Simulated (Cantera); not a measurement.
Thermodynamics of abatement and gas-phase synthesis, feed HI + O2 + N2

Charge: 1 mol HI, 2.2 mol O2, 16 mol N2, equilibrated at 290 Pa.

Method: chemical equilibrium by Gibbs-energy minimisation in Cantera with the NASA 1993 tables (ideal gas, pure condensed phases). Candidate condensed phases: H2O, I2; 50 gas species. Ions and electrons are included (thermal ionisation). Equilibrium is a limit: real reactors are often held back by kinetics, nucleation or transport.

| T (K) | x N2 | x N | x O | x O2 | x I | x H | x H2O | x NO | x OH |
|---|---|---|---|---|---|---|---|---|---|
| 2000 | 0.817 | 1.51e-8 | 0.00383 | 0.0949 | 0.0512 | 0.000606 | 0.0232 | 0.00524 | 0.00348 |
| 2500 | 0.772 | 4.77e-6 | 0.0660 | 0.0601 | 0.0486 | 0.0228 | 0.00529 | 0.0122 | 0.0105 |
| 3000 | 0.719 | 0.000219 | 0.175 | 0.00695 | 0.0452 | 0.0433 | 2.18e-5 | 0.00830 | 0.00144 |
| 3500 | 0.711 | 0.00347 | 0.192 | 0.000440 | 0.0447 | 0.0445 | 9.81e-8 | 0.00349 | 0.000122 |
| 4000 | 0.691 | 0.0274 | 0.192 | 4.83e-5 | 0.0441 | 0.0440 | 1.48e-9 | 0.00168 | 1.72e-5 |
| 4500 | 0.603 | 0.130 | 0.183 | 7.84e-6 | 0.0418 | 0.0418 | 4.89e-11 | 0.000850 | 3.38e-6 |
| 5000 | 0.386 | 0.383 | 0.158 | 1.48e-6 | 0.0361 | 0.0361 | 2.34e-12 | 0.000375 | 7.47e-7 |
x: gas mole fraction; nothing condenses.

From 2000 K to 5000 K nothing is condensed.
